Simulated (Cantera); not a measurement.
Equilibrium for boron, boron nitride and boron oxide: B2H6 + H2 + N2

Input: 1 mol B2H6, 200 mol H2, 0.32 mol N2, held at 13.3 mbar.

Equilibrium computed with Cantera from the NASA thermochemical tables; the gas is ideal and each condensed phase is pure. Candidate condensed phases: B, BN; 15 gas species. The feed counts by its element totals alone. Mutual solubility and eutectic melting of coexisting phases are not modelled. The tables' values for BH2 are old estimates; treat these amounts as uncertain. Equilibrium is a limit: real reactors are often held back by kinetics, nucleation or transport.

```tsv
T (°C)	log p H2	log p H	log p BH2	log p N2	log p B	log p BH	log p BH3	n B(s)	n BN(s)
1525	-1.88	-4.39	-5.77	-5.39	-8.50	-8.72	-7.52	1.46	0.515
1600	-1.88	-4.13	-5.55	-4.81	-7.86	-8.22	-7.42	1.79	0.165
1675	-1.88	-3.89	-5.34	-4.68	-7.26	-7.76	-7.33	1.93	0
1750	-1.88	-3.66	-5.16	-4.68	-6.71	-7.33	-7.24	1.89	0
1825	-1.89	-3.46	-4.98	-4.68	-6.20	-6.93	-7.17	1.83	0
1900	-1.89	-3.26	-4.83	-4.69	-5.73	-6.57	-7.11	1.73	0
1975	-1.90	-3.09	-4.69	-4.69	-5.28	-6.23	-7.06	1.58	0
2050	-1.92	-2.92	-4.56	-4.70	-4.87	-5.91	-7.01	1.32	0
```
log p: log10 of the partial pressure in bar; n: condensed amount in mol.

From 1525 °C to 1600 °C the condensed part is B(s) + BN(s). From 1675 °C to 2050 °C the condensed part is B(s). The share of B in condensed phases is highest at 1525 °C (98.7 %) and lowest at 2050 °C (66.0 %).
